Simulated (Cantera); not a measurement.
A Cantera script and its output.

```python
import numpy as np
import cantera as ct

gas = ct.Solution("gri30.yaml")
gas.TPX = 1650, 2500000, {'CH4': 1, 'O2': 5.71, 'N2': 21.5}
reactor = ct.IdealGasConstPressureReactor(gas, energy="on", clone=False)
net = ct.ReactorNet([reactor])
net.rtol, net.atol = 1e-08, 1e-16
show = ['CH4', 'O2', 'N2O', 'HCN', 'NO']
times = np.geomspace(2e-06, 0.4, 11)

steps = ct.SolutionArray(gas, extra=["t"])
rows = []
print(f"{'t/s':>10s}{'T/K':>9s}{'P/Pa':>11s}" + "".join(f"{s:>11s}" for s in show))
for t in times:
    while net.time < t:
        t_next = net.step()
        steps.append(gas.state, t=t_next)
    rows.append([np.interp(t, steps.t, y) for y in (steps.T, steps.P, *steps(*show).X.T)])
    print(f"{t:10.3e}{rows[-1][0]:9.1f}{rows[-1][1]:11.4g}" + "".join(f"{x:11.3e}" for x in rows[-1][2:]))
rate = np.gradient(steps.T, steps.t)
print("integrator steps:", len(steps.t))
if steps.T.max() > steps.T[0] + 200:
    print(f"time of steepest temperature rise: {steps.t[rate.argmax()]:.4e} s")
gas.TPX = 1650, 2500000, {'CH4': 1, 'O2': 5.71, 'N2': 21.5}
gas.equilibrate("HP")
print(f"equilibrium (HP): T = {gas.T:.1f} K  " + "  ".join(f"{s} {gas[s].X[0]:.3e}" for s in show))
```

Output:

```
       t/s      T/K       P/Pa        CH4         O2        N2O        HCN         NO
 2.000e-06   1649.9    2.5e+06  3.541e-02  2.024e-01  4.147e-10  4.226e-15  5.581e-13
 6.778e-06   1651.1    2.5e+06  3.495e-02  2.021e-01  5.047e-09  2.174e-13  1.107e-11
 2.297e-05   2291.6    2.5e+06  2.361e-14  1.333e-01  6.193e-06  1.913e-10  1.207e-05
 7.786e-05   2377.9    2.5e+06  1.009e-15  1.304e-01  3.651e-06  1.048e-12  1.111e-04
 2.639e-04   2377.2    2.5e+06  3.218e-18  1.303e-01  3.646e-06  2.682e-13  4.087e-04
 8.944e-04   2375.1    2.5e+06  2.483e-20  1.298e-01  3.629e-06  2.674e-13  1.377e-03
 3.031e-03   2369.0    2.5e+06  2.275e-20  1.284e-01  3.591e-06  2.666e-13  4.204e-03
 1.027e-02   2357.1    2.5e+06  1.906e-20  1.257e-01  3.555e-06  2.509e-13  9.701e-03
 3.482e-02   2350.0    2.5e+06  1.711e-20  1.241e-01  3.557e-06  2.371e-13  1.297e-02
 1.180e-01   2349.8    2.5e+06  1.704e-20  1.240e-01  3.557e-06  2.366e-13  1.310e-02
 4.000e-01   2349.8    2.5e+06  1.704e-20  1.240e-01  3.557e-06  2.366e-13  1.310e-02
integrator steps: 1600
time of steepest temperature rise: 2.0101e-05 s
equilibrium (HP): T = 2349.8 K  CH4 2.533e-20  O2 1.240e-01  N2O 3.557e-06  HCN 2.366e-13  NO 1.310e-02
```

Model: GRI-Mech 3.0 (53 species, 325 reactions), integrated in Cantera. The pressure lies above the range GRI-Mech 3.0 was tuned for (to about 10 atm).
